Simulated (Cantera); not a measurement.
Standard-state values (1 bar) from the NASA 1993 polynomials, evaluated with Cantera. Values are per mole of reaction as written; species without (g) are pure solids or liquids, kept so even where they would boil at 1 bar.

5 NO2(g) + 2 Ta ⇌ 5 NO(g) + Ta2O5, with ΔH° = -1760.5 kJ and ΔS° = -86.6 J/K at 300 K.

**Question.** How far is the shortcut ΔG° ≈ ΔH°(300 K) − T·ΔS°(300 K) from the full temperature-dependent value at 723, 923, 1123, 1323, 1523, 1723 K?

**Answer.** 
```json
[
 {"T (K)": "723", "shortcut (kJ)": "-1697.9", "full (kJ)": "-1707.0", "difference (kJ)": "9.0", "difference in log10 K": "-0.65"},
 {"T (K)": "923", "shortcut (kJ)": "-1680.6", "full (kJ)": "-1697.5", "difference (kJ)": "16.9", "difference in log10 K": "-0.96"},
 {"T (K)": "1123", "shortcut (kJ)": "-1663.3", "full (kJ)": "-1689.5", "difference (kJ)": "26.2", "difference in log10 K": "-1.22"},
 {"T (K)": "1323", "shortcut (kJ)": "-1646.0", "full (kJ)": "-1682.5", "difference (kJ)": "36.5", "difference in log10 K": "-1.44"},
 {"T (K)": "1523", "shortcut (kJ)": "-1628.7", "full (kJ)": "-1676.6", "difference (kJ)": "47.9", "difference in log10 K": "-1.64"},
 {"T (K)": "1723", "shortcut (kJ)": "-1611.3", "full (kJ)": "-1671.4", "difference (kJ)": "60.1", "difference in log10 K": "-1.82"}
]
```
The shortcut ignores the heat-capacity change of the reaction.
